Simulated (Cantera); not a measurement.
A perfectly stirred reactor is fed with C2H6 : N2 = 1 : 46 (molar parts), at 0.0207 atm; it is held at 1900 K, and followed from long to short residence time.

Model: GRI-Mech 3.0 (53 species, 325 reactions), integrated in Cantera. GRI-Mech 3.0 stops at C3 and has no aromatics, soot or wall deposition, so with more carbon than oxygen in the feed, carbon stays in small species such as C2H2 where larger ones or solid carbon would form. Radical loss at walls, strong at low pressure, is not modelled.

Q: What does this change do: N2 46 to 6.4 parts?

A: 
| quantity | before | after |
|---|---|---|
| x(C2H6) at τ = 0.390 s | 5.51e-6 | 2.00e-5 |
| x(H2) at τ = 0.390 s | 0.0388 | 0.203 |
| x(CH3) at τ = 0.390 s | 0.000374 | 0.00119 |
| x(CH4) at τ = 0.390 s | 0.000816 | 0.00570 |
| x(C2H) at τ = 0.390 s | 5.76e-6 | 1.40e-5 |
| x(C2H6) at τ = 41.0 ms | 4.98e-5 | 0.000184 |
| x(H2) at τ = 41.0 ms | 0.0358 | 0.187 |
| x(CH3) at τ = 41.0 ms | 0.00118 | 0.00374 |
| x(CH4) at τ = 41.0 ms | 0.00201 | 0.0153 |
| x(C2H) at τ = 41.0 ms | 6.86e-6 | 1.54e-5 |

Q: What does this change do: N2 46 to 300 parts?

A: 
| quantity | before | after |
|---|---|---|
| x(C2H6) at τ = 0.390 s | 5.51e-6 | 1.17e-6 |
| x(H2) at τ = 0.390 s | 0.0388 | 0.00612 |
| x(CH3) at τ = 0.390 s | 0.000374 | 0.000123 |
| x(CH4) at τ = 0.390 s | 0.000816 | 0.000148 |
| x(C2H) at τ = 0.390 s | 5.76e-6 | 1.50e-6 |
| x(C2H6) at τ = 41.0 ms | 4.98e-5 | 1.06e-5 |
| x(H2) at τ = 41.0 ms | 0.0358 | 0.00548 |
| x(CH3) at τ = 41.0 ms | 0.00118 | 0.000398 |
| x(CH4) at τ = 41.0 ms | 0.00201 | 0.000292 |
| x(C2H) at τ = 41.0 ms | 6.86e-6 | 2.23e-6 |

Q: What does this change do: pressure from 0.0207 atm to 0.118 atm?

A: 
```
quantity                  before     after
----------------------  --------  --------
x(C2H6) at τ = 0.390 s   5.51e-6   1.70e-6
x(H2) at τ = 0.390 s      0.0388    0.0395
x(CH3) at τ = 0.390 s   0.000374  0.000171
x(CH4) at τ = 0.390 s   0.000816  0.000595
x(C2H) at τ = 0.390 s    5.76e-6   3.68e-6
x(C2H6) at τ = 41.0 ms   4.98e-5   1.50e-5
x(H2) at τ = 41.0 ms      0.0358    0.0378
x(CH3) at τ = 41.0 ms    0.00118  0.000507
x(CH4) at τ = 41.0 ms    0.00201   0.00139
x(C2H) at τ = 41.0 ms    6.86e-6   4.55e-6
```
